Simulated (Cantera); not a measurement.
An isothermal, constant-pressure homogeneous reactor starts with H2 : O2 : N2 : H2O = 1.5 : 1 : 1.9 : 0.053 (molar parts), equivalence ratio 0.75, at 1075 K and 0.160 bar.

Detailed kinetics in Cantera: GRI-Mech 3.0 (53 species, 325 reactions). The temperature is held fixed by assumption; the heat of reaction is taken as removed at once.

One state of this run: x H2 = 1.80e-8; x O2 = 0.0675; x NO = 3.04e-6; x H2O2 = 2.49e-9; x O = 7.55e-9; x HO2 = 2.50e-9; x NO2 = 1.31e-8. x: mole fraction; the columns are a selection and need not sum to one.

Problem. Which value of t (s) does it belong to?
A) 80.0
B) 22.9
C) 6.58
D) 1.88

Solution. D, 1.88
